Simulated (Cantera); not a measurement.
Input (Python, Cantera) and output of one run.

```python
import numpy as np
import cantera as ct

gas_names = [...]  # 87 gases of nasa_gas.yaml made of C, H, Si
cond_names = """
    C(gr) C6H6(L) C7H8(L) C8H18(L),n-octa Si(cr) Si(L) SiC(b)
""".split()


# ... load() reads the species with a 1 bar reference pressure and builds the phases ...
atoms = {
    'Si(CH3)4': {'Si': 1, 'C': 4, 'H': 12},
    'C3H8': {'C': 3, 'H': 8},
    'H2': {'H': 2},
}
top_T = {'C(gr)': 4500, 'SiC(b)': 3050}  # K; cautious upper limits of use, not melting points


# ... equilibrate(T, P, feed) seeds the gas with the atoms and calls Mixture.equilibrate('TP', solver="vcs", rtol=1e-11, max_steps=5000) ...
results = []
feed = {'Si(CH3)4': 1, 'C3H8': 0.0074, 'H2': 280}  # mol
P = 65000  # Pa
for T in [1923, 1973, 2023, 2073, 2123, 2173, 2223, 2273, 2323, 2373, 2423, 2473, 2523, 2573]:
    mix = equilibrate(T, P, feed)
    results.append((T, P, feed, dict(zip(mix.species_names, mix.species_moles))))

top = {s: max(r[3][s] / sum(r[3][g] for g in gas_names) for r in results) for s in gas_names}
cols = sorted((s for s in top if top[s] > 0.0001), key=lambda s: -top[s])[:5]
seen = [c for c in cond_names if any(r[3].get(c, 0) > 1e-12 for r in results)]
print("log10 of partial pressures in bar; condensed amounts in mol")
print(f"{'T/K':>10s}" + "".join(f"{s[:9]:>10s}" for s in cols + seen))
for T, P, feed, n in results:
    ng = sum(n[g] for g in gas_names)
    print(f"{T:10.4g}" + "".join(f"{np.log10(max(n[s] / ng * P / 1e5, 1e-99)):10.3f}" for s in cols)
          + "".join(f"{n.get(c, 0):10.4g}" for c in seen))
```

Output:

```
log10 of partial pressures in bar; condensed amounts in mol
       T/K        H2         H C2H2,acet        Si       SiH     C(gr)    SiC(b)
      1923    -0.188    -3.120    -3.533    -6.160    -6.341     2.664    0.9987
      1973    -0.188    -2.964    -3.382    -5.806    -6.041     2.569    0.9976
      2023    -0.189    -2.816    -3.238    -5.469    -5.755     2.437    0.9955
      2073    -0.189    -2.675    -3.101    -5.149    -5.484     2.259    0.9918
      2123    -0.190    -2.540    -2.971    -4.845    -5.226     2.026    0.9851
      2173    -0.191    -2.412    -2.847    -4.554    -4.980     1.728    0.9732
      2223    -0.192    -2.289    -2.729    -4.277    -4.746     1.355    0.9523
      2273    -0.193    -2.172    -2.617    -4.012    -4.522    0.8951    0.9159
      2323    -0.195    -2.061    -2.510    -3.758    -4.309    0.3388    0.8531
      2373    -0.197    -1.954    -2.449    -3.496    -4.084         0    0.7363
      2423    -0.200    -1.851    -2.428    -3.225    -3.851         0    0.5162
      2473    -0.203    -1.753    -2.395    -2.973    -3.634         0     0.138
      2523    -0.206    -1.659    -2.384    -2.883    -3.579         0         0
      2573    -0.210    -1.569    -2.384    -2.854    -3.584         0         0
```

These are equilibrium values from Cantera (NASA tables, ideal gas, pure condensed phases), not measurements of a reactor. Gases not in the tables: Si2H6 and higher silanes.
